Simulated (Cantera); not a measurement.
Feed: 1 mol Si3N4, 0.2 mol N2O, 140 mol N2, held at 2100 K and 0.0100 bar.

Equilibrium computed with Cantera from the NASA thermochemical tables; the gas is ideal and each condensed phase is pure. Candidate condensed phases: Si, SiO2, Si2N2O, Si3N4; 16 gas species. The tables' values for SiN are old estimates; treat these amounts as uncertain. The numbers say what is thermodynamically allowed, not how fast it happens.

Base state: N2 0.984, Si 0.0133, SiO 0.00139, Si2N 0.000330, SiN 0.000275, Si2 0.000174, Si3 3.55e-5 (mole fractions); condensed: Si(l).

Problem. What changes in the equilibrium state with this change: Si3N4 replaced by Si?

Solution. 
```json
[
 {"species": "N2", "before": "0.984", "after": "0.993"},
 {"species": "Si", "before": "0.0133", "after": "0.00538"},
 {"species": "SiO", "before": "0.00139", "after": "0.00142"},
 {"species": "Si2N", "before": "0.000330", "after": "5.39e-5"},
 {"species": "Si3", "before": "3.55e-5", "after": "2.33e-6"},
 {"species": "Si2", "before": "0.000174", "after": "2.83e-5"},
 {"species": "SiN", "before": "0.000275", "after": "0.000111"},
 {"species": "Si(l), mol", "before": "0.673", "after": "0"}
]
```
